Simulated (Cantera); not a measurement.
**Ignition delay**

Mixture: 8.91 % CO, 12.5 % H2, 15.5 % O2, 58.3 % N2, 4.81 % H2O, equivalence ratio 0.69, at 7500 Torr, adiabatic and at constant volume. Ignition delay is the time to a rise of 400 K.

Computed with Cantera and GRI-Mech 3.0 (53 species, 325 reactions). The hydrogen kinetics of GRI-Mech 3.0 are dated; newer H2 mechanisms differ, most at raised pressure. Where the delays flatten at high temperature, the 400 K rule measures the pace of heat release, not the induction time.

```csv
T0 (K),delay (ms)
1250,0.0302
1300,0.0109
1350,0.00558
1400,0.00362
1450,0.00265
1500,0.00208
1550,0.00170
```

| Item | Result |
|---|---|
| apparent activation energy between 1450 and 1550 K | 82 kJ/mol |
